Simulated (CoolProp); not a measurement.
Saturation properties of carbon monoxide (Tc = 132.9 K, pc = 34.98 bar, ω = 0.050).

Computed with CoolProp (reference Helmholtz-energy equation of state, Lemmon 2006). It is a short technical equation, of lower accuracy than the large ones.

```
T (K)  p (bar)  enthalpy of vaporisation (kJ/kg)  liquid cp (kJ/(kg K))
-----  -------  --------------------------------  ---------------------
79      0.7422                             218.3                  2.141
84.7     1.416                             210.3                  2.157
90.3     2.452                             201.7                  2.190
96       3.998                                 …                  2.248
101.7        …                             180.7                  2.336
107.4        …                             167.8                  2.472
113.1    12.83                             152.4                  2.690
118.8    17.61                             133.5                  3.079
124.5    23.57                             108.8                  3.964
```

Q: Some entries are withheld; supply them.

A: 
- 96, enthalpy of vaporisation (kJ/kg): 191.9
- 101.7, p (bar): 6.160
- 107.4, p (bar): 9.062

It boils at 81.6 K under 1 atm.
